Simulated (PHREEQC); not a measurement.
Dissolve 1.3 mmol/kgw NaHF2 at 25 °C. Closed to the air; pH follows from the charge balance.

Computed with PHREEQC (ion-association model, phreeqc.dat).

```
quantity                   before    after
------------------------  -------  -------
pH                           3.43     9.21
ionic strength (mol/kgw)  0.00169  0.00260
```

Task: Name the change that produced these shifts.
A) temperature from 25 to 45 °C
B) temperature from 25 to 75 °C
C) diluted 100-fold with water
D) NaHF2 replaced by Na2B4O7 at the same molality

Result: D, NaHF2 replaced by Na2B4O7 at the same molality

This is a speciation only: nothing precipitates in the calculation.
